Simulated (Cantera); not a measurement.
## Equilibrium for chemical vapour transport: B + H₂O + N₂

A closed system holds: 1 mol B, 0.078 mol H₂O, 0.39 mol N₂, held at 1352 °C and 73.0 mbar.

Equilibrium computed with Cantera from the NASA thermochemical tables; the gas is ideal and each condensed phase is pure. Candidate condensed phases: B, BN, B₂O₃, B₃O₃H₃, H₂O; 39 gas species. Mutual solubility and eutectic melting of coexisting phases are not modelled. The tables' values for BH₂ are old estimates; treat these amounts as uncertain. Rates play no part.

| Property | Result |
|---|---|
| x(H₂) | 0.937 |
| x(HBO) | 0.0445 |
| x(B₂O₂) | 0.0115 |
| x(B₂O₃) | 0.00312 |
| x(B₃O₃H₃) | 0.00165 |
| x(HBO₂) | 0.00145 |
| x(BO) | 0.000264 |
| x(H) | 0.000253 |
| x(H₂O) | 3.40e-5 |
| n(B(s)) | 0.166 mol |
| n(BN(s)) | 0.780 mol |
| n(B₂O₃(l)) | 0.0237 mol |
| gas amount | 0.08101 mol |
| log10 activity of B₃O₃H₃(s) (absent) | -7.88 |
